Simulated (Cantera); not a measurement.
Cantera run:

```python
import numpy as np
import cantera as ct

gas_names = """
    CL CLO CL2 H HCL HOCL HO2 H2 H2O H2O2 O OH O2 O3 Si SiCL SiCL2 SiCL3 SiCL4 SiH SiHCL3 SiH2 SiH2CL2
    SiH3 SiH3CL SiH4 SiO SiO2 Si2 Si3
""".split()
cond_names = """
    H2O(s) H2O(L) Si(cr) Si(L) SiO2(Lqz) SiO2(hqz) SiO2(L)
""".split()


def load(file, names, dense=False):
    # The tables refer to 1 bar. Condensed volumes are neglected.
    table = {s.name: s for s in ct.Species.list_from_file(file)}
    out = []
    for n in names:
        d = dict(table[n].input_data)
        d["thermo"] = dict(d["thermo"], **{"reference-pressure": 1e5})
        if dense:
            d["equation-of-state"] = {"model": "constant-volume", "density": "1e6 g/cm^3"}
        out.append(ct.Species.from_dict(d))
    return out


gas = ct.Solution(thermo="ideal-gas", species=load("nasa_gas.yaml", gas_names))
cond = {s.name: ct.Solution(thermo="fixed-stoichiometry", species=[s], name=s.name)
        for s in load("nasa_condensed.yaml", cond_names, dense=True)}
atoms = {
    'SiCl4': {'Si': 1, 'CL': 4},
    'H2O': {'H': 2, 'O': 1},
    'H2': {'H': 2},
}
top_T = {}  # K; cautious upper limits of use, not melting points


def equilibrate(T, P, feed):
    n = {}
    for name, mol in feed.items():
        for a, k in atoms[name].items():
            n[a] = n.get(a, 0.0) + k * mol
    gas.TPX = T, P, n
    mass = sum(n.values()) * gas.mean_molecular_weight
    gas.equilibrate("TP")
    valid = [c for c in cond.values() if c.min_temp <= T <= top_T.get(c.name, c.max_temp)]
    mix = ct.Mixture([(gas, mass / gas.mean_molecular_weight)] + [(c, 0.0) for c in valid])
    mix.T, mix.P = T, P
    mix.equilibrate("TP", solver="vcs", rtol=1e-11, max_steps=5000)
    return mix


results = []
feed = {'SiCl4': 1, 'H2O': 0.23, 'H2': 8.3}  # mol
T = 1423  # K
P = 8.4  # Pa
mix = equilibrate(T, P, feed)
results.append((T, P, feed, dict(zip(mix.species_names, mix.species_moles))))
x = sorted(zip(gas.X, gas.species_names), reverse=True)
print(f"T = {T:g} K  P = {P:g} Pa  gas = {mix.phase_moles(0):.4g} mol")
print("   x: " + "  ".join(f"{s} {v:.3e}" for v, s in x if v > 0.0001))
print("   condensed (mol): " + ("  ".join(f"{mix.phase(i).name} {mix.phase_moles(i):.4g}"
      for i in range(1, mix.n_phases) if mix.phase_moles(i) > 1e-12) or "none"))
```

Output:

```
T = 1423 K  P = 8.4 Pa  gas = 10.76 mol
   x: H2 6.786e-01  HCL 2.277e-01  SiCL2 7.074e-02  SiO 2.138e-02  SiCL3 7.534e-04  H 5.970e-04  CL 1.641e-04
   condensed (mol): none
```

Method: chemical equilibrium by Gibbs-energy minimisation in Cantera with the NASA 1993 tables (ideal gas, pure condensed phases). The tables' values for SiCl3, SiCl are old estimates; treat these amounts as uncertain.
